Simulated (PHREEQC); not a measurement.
A PHREEQC input (ion-association model, phreeqc.dat):

```
SOLUTION 1
  temp 25
  units mg/L
  pH 5.72
  pe 12.2
  Na 2.19
  K 2.06
  Ca 1.78
  Mg 1.09
  Cl 4.43
  S(6) 6.74 as SO4
  Alkalinity 3.47 as HCO3
  Si 0.0589 as SiO2
  Cd 0.0063
  Li 0.00116
END
USE solution 1
EQUILIBRIUM_PHASES 1
  Chaalcedony 0 0
  CO2(g) -2.5 10
END
```

It stops with these messages:

```
ERROR: Phase not found in database, Chaalcedony.
ERROR: Calculations terminating due to input errors.
```

The fault: the phase Chalcedony misspelt. The line should read `Chalcedony` where the input has `Chaalcedony`. With the mend the run ends at pH 6.07 and ionic strength 0.000480 mol/kgw.
